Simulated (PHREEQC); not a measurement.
**Copper plating or etch bath**

Solution (25 °C): 45.1 mmol/kgw Cu(NO3)2, 0.097 mmol/kgw H2SO4 and 0.76 mmol/kgw H3BO3. Closed to the air; pH follows from the charge balance.

Computed with PHREEQC (ion-association model, phreeqc.dat).

Precipitation was switched off in this run.

**Question.** Estimate the pH, density.

**Answer.** pH 3.79; density 1.004 g/cm³.

**Question.** In which forms is S present?

**Answer.** CuSO4 52 %, SO4-2 47 % of the S.

Complexes and solids missing from the database can't appear.
